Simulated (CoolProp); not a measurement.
A single-stage vapour-compression cycle with the fluid: evaporating at 244.15 K (dew point), condensing at 295.15 K (bubble point), superheat 5 K, subcooling 5 K, compressor efficiency 0.8, no pressure losses. The same conditions are run with several fluids, on thermodynamics alone (safety and materials aside).

Computed with CoolProp (reference Helmholtz-energy equation of state of each fluid (propylene: Lemmon 2013; c-C4F8 (RC318): Platzer 1990; R21: Platzer 1990; R410A: Lemmon 2003; R152A: Outcalt 1996; R115: Lemmon 2016)). The equations of Platzer and Polt are older, rougher fits. Blends and air are pseudo-pure fits.

```json
[
 {"fluid": "propylene", "cooling COP": "3.14", "pressure ratio": "4.87", "discharge temperature (K)": "326.8", "refrigerating effect (kJ/kg)": "313", "volumetric capacity (kJ/m³)": "1490"},
 {"fluid": "c-C4F8 (RC318)", "cooling COP": "2.95", "pressure ratio": "8.10", "discharge temperature (K)": "295.1", "refrigerating effect (kJ/kg)": "80.3", "volumetric capacity (kJ/m³)": "276"},
 {"fluid": "R21", "cooling COP": "3.33", "pressure ratio": "9.21", "discharge temperature (K)": "360.0", "refrigerating effect (kJ/kg)": "215", "volumetric capacity (kJ/m³)": "192"},
 {"fluid": "R410A", "cooling COP": "3.05", "pressure ratio": "5.45", "discharge temperature (K)": "339.0", "refrigerating effect (kJ/kg)": "188", "volumetric capacity (kJ/m³)": "2010"},
 {"fluid": "R152A", "cooling COP": "3.24", "pressure ratio": "6.74", "discharge temperature (K)": "336.7", "refrigerating effect (kJ/kg)": "262", "volumetric capacity (kJ/m³)": "698"},
 {"fluid": "R115", "cooling COP": "2.90", "pressure ratio": "5.33", "discharge temperature (K)": "299.6", "refrigerating effect (kJ/kg)": "78.3", "volumetric capacity (kJ/m³)": "966"}
]
```

The compression ends wet for: c-C4F8 (RC318).
